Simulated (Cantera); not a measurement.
## Reactions in the system Cu-F-O

Cantera with NASA thermochemical tables; ideal gases at 1 bar, condensed phases pure. Values are per mole of reaction as written; species without (g) are pure solids or liquids, kept so even where they would boil at 1 bar.

4 CuF2 + O2(g) = 8 F(g) + 2 Cu2O

| T (K) | ΔH° (kJ) | ΔS° (J/K) | ΔG° (kJ) | log10 K | condensed phases |
|---|---|---|---|---|---|
| 300 | 2449.4 | 940.0 | 2167.4 | -377.37 | CuF2(s), Cu2O(s) |
| 1373 | 2171.2 | 680.1 | 1237.5 | -47.08 | CuF2(l), Cu2O(s) |
| 1448 | 2165.0 | 675.7 | 1186.6 | -42.80 | CuF2(l), Cu2O(s) |
| 1523 | 2288.6 | 757.1 | 1135.6 | -38.95 | CuF2(l), Cu2O(l) |
| 1598 | 2283.3 | 753.7 | 1078.9 | -35.27 | CuF2(l), Cu2O(l) |
| 1673 | 2278.0 | 750.5 | 1022.5 | -31.92 | CuF2(l), Cu2O(l) |
| 1748 | 2272.7 | 747.3 | 966.3 | -28.88 | CuF2(l), Cu2O(l) |
| 1823 | 2267.3 | 744.3 | 910.4 | -26.09 | CuF2(l), Cu2O(l) |
| 1898 | 2261.9 | 741.4 | 854.7 | -23.52 | CuF2(l), Cu2O(l) |
| 1973 | 2256.5 | 738.6 | 799.2 | -21.16 | CuF2(l), Cu2O(l) |
| 2048 | 2251.1 | 735.9 | 743.9 | -18.97 | CuF2(l), Cu2O(l) |

6 F2(g) + 3 Cu2O = O3(g) + 6 CuF2

```csv
T (K),ΔH° (kJ),ΔS° (J/K),ΔG° (kJ),log10 K,condensed phases
300,-2579.4,-789.9,-2342.5,407.86,"Cu2O(s), CuF2(s)"
1373,-2113.6,-320.9,-1673.1,63.65,"Cu2O(s), CuF2(l)"
1448,-2102.2,-312.8,-1649.3,59.50,"Cu2O(s), CuF2(l)"
1523,-2285.8,-433.6,-1625.3,55.74,"Cu2O(l), CuF2(l)"
1598,-2275.9,-427.3,-1593.0,52.07,"Cu2O(l), CuF2(l)"
1673,-2266.0,-421.3,-1561.2,48.74,"Cu2O(l), CuF2(l)"
1748,-2256.0,-415.4,-1529.8,45.72,"Cu2O(l), CuF2(l)"
1823,-2246.0,-409.8,-1498.9,42.95,"Cu2O(l), CuF2(l)"
1898,-2235.8,-404.4,-1468.4,40.41,"Cu2O(l), CuF2(l)"
1973,-2225.6,-399.1,-1438.2,38.08,"Cu2O(l), CuF2(l)"
2048,-2215.2,-393.9,-1408.5,35.92,"Cu2O(l), CuF2(l)"
```
